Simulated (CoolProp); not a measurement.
Vapour-liquid equilibrium of n-heptane (1) + p-xylene (2) at 0.109 MPa; x and y are mole fractions of (1).

Model: multi-fluid Helmholtz-energy mixture model, Span 2003 and Zhou 2012; pair parameters Bell 2016, in CoolProp.

```
x     bubble temperature (°C)  y at the bubble point  dew temperature at overall composition x (°C)  liquid density (mol/L)
----  -----------------------  ---------------------  ---------------------------------------------  ----------------------
0.05                      [?]                    [?]                                          139.6                   7.031
0.2                     126.6                    [?]                                          135.1                   6.902
0.35                    119.4                  0.623                                          130.1                   6.756
0.5                       [?]                    [?]                                          124.5                     [?]
0.65                    109.4                  0.837                                          118.3                   6.451
0.8                     105.5                  0.913                                          111.2                   6.300
0.95                      [?]                    [?]                                          103.5                   6.154
```

Q: Fill in the missing entries.

A: 
- 0.05, bubble temperature (°C): 136.7
- 0.05, y at the bubble point: 0.148
- 0.2, y at the bubble point: 0.445
- 0.5, bubble temperature (°C): 113.9
- 0.5, y at the bubble point: 0.745
- 0.5, liquid density (mol/L): 6.604
- 0.95, bubble temperature (°C): 102.0
- 0.95, y at the bubble point: 0.979

No azeotrope shows between x = 0.05 and 0.95.

Pair parameters are fitted to limited data, so mixtures are less certain than the pure fluids.
